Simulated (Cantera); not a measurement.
## Thermodynamics of silicon nitride deposition, feed SiH2Cl2 + NH3 + H2

Input: 1 mol SiH2Cl2, a varied amount of NH3, 0.12 mol H2, held at 898 K and 20.0 mbar.

These are equilibrium values from Cantera (NASA tables, ideal gas, pure condensed phases), not measurements of a reactor. Candidate condensed phases: NH4Cl, Si, Si3N4; 28 gas species. Equilibrium is a limit: real reactors are often held back by kinetics, nucleation or transport.

```tsv
n(NH3) (mol)	x H2	x HCl	x N2	x SiCl4	x SiHCl3	x SiCl3	x NH3	n Si3N4(s)
1.3	0.607	0.323	0.0255	0.0442	0.000231	8.46e-6	1.86e-6	0.274
1.7	0.604	0.316	0.0546	0.0247	0.000131	4.81e-6	2.70e-6	0.294
2.4	0.617	0.280	0.0924	0.0102	6.26e-5	2.27e-6	3.63e-6	0.312
3.2	0.636	0.238	0.122	0.00419	3.12e-5	1.11e-6	4.36e-6	0.322
4.4	0.658	0.190	0.151	0.00137	1.32e-5	4.63e-7	5.10e-6	0.329
6	0.679	0.147	0.174	0.000421	5.41e-6	1.87e-7	5.74e-6	0.331
8.2	0.696	0.112	0.192	0.000124	2.16e-6	7.36e-8	6.27e-6	0.333
11	0.709	0.0851	0.206	3.88e-5	8.99e-7	3.04e-8	6.67e-6	0.333
15	0.719	0.0635	0.217	1.13e-5	3.56e-7	1.20e-8	7.00e-6	0.333
21	0.728	0.0460	0.226	2.95e-6	1.30e-7	4.34e-9	7.27e-6	0.333
28	0.733	0.0348	0.232	9.36e-7	5.49e-8	1.83e-9	7.45e-6	0.333
```
x: gas mole fraction; n: condensed amount in mol.

From 1.3 mol NH3 to 28 mol NH3 the condensed part is Si3N4(s). The main Si-bearing gas is SiCl4 throughout.
